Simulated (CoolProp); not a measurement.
Vapour-liquid equilibrium of CH3F (R41) (1) + chloromethane (R40) (2) at 5.48 bar; x and y are mole fractions of (1).

Values from CoolProp's multi-fluid Helmholtz-energy mixture model, Lemmon 2006 and Thol 2014; pair parameters Bell 2016.

Question: Give the bubble temperature and the first vapour's composition at x = 0.05, 0.85, 0.95. Is there an azeotrope?

Answer: x = 0.05: 288.1 K, y = 0.241; x = 0.85: 235.9 K, y = 0.977; x = 0.95: 233.2 K, y = 0.992. No azeotrope shows between x = 0.05 and 0.95.

The pair parameters rest on a limited set of measurements; away from them the model extrapolates. The gap from Raoult's law changes sign with composition, which may be real or a fault of the pair parameters; it wasn't checked against measurements.
